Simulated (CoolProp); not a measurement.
Dry air at 341.18 K and 0.514 MPa flows at 0.15 m/s in a round tube of 1 mm bore and 1.5 µm roughness, fully developed (64/Re and Nu = 3.66 if laminar; Colebrook and Gnielinski if turbulent). Each further row changes one setting.

Values from CoolProp's reference Helmholtz-energy equation of state, Lemmon 2000. It is a pseudo-pure fit of the blend.

```
case              Reynolds number  Darcy friction factor  pressure drop (Pa/m)  heat-transfer coefficient (W/(m² K))  mass flow (kg/h)
----------------  ---------------  ---------------------  --------------------  ------------------------------------  ----------------
as stated                       …                      …                     …                                   108                 …
velocity 0.3 m/s             76.7                  0.834                   197                                   108                 …
diameter 2 mm                76.7                  0.834                     …                                  54.0           0.00890
```

### Question
Some entries are withheld; supply them.

### Answer

- as stated, Reynolds number: 38.4
- as stated, Darcy friction factor: 1.67
- as stated, pressure drop (Pa/m): 98.5
- as stated, mass flow (kg/h): 0.00223
- velocity 0.3 m/s, mass flow (kg/h): 0.00445
- diameter 2 mm, pressure drop (Pa/m): 24.6

Viscosity comes from a separate model (Lemmon 2004). Thermal conductivity comes from a separate model (Lemmon 2004).
